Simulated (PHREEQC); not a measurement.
A solution holds 4.2 mmol/kgw AgF, 0.74 mmol/kgw HBF4 and 0.24 mmol/kgw Zn(NO3)2, at 20 °C. Closed to the air; pH follows from the charge balance.

All values are PHREEQC results (ion-association model, wateq4f.dat), not measurements.

This is a speciation only: nothing precipitates in the calculation.

Predict the pH, ionic strength.

pH 3.54; ionic strength 0.00518 mol/kgw.

In which forms is F present?

F- 56 %, HF 21 %, BF4- 17 %, BF3OH- 2.9 %, BF2(OH)2- 1.5 %, HF2- 0.6 % of the F.

Real BF4- forms and hydrolyses slowly; the run takes it at equilibrium.
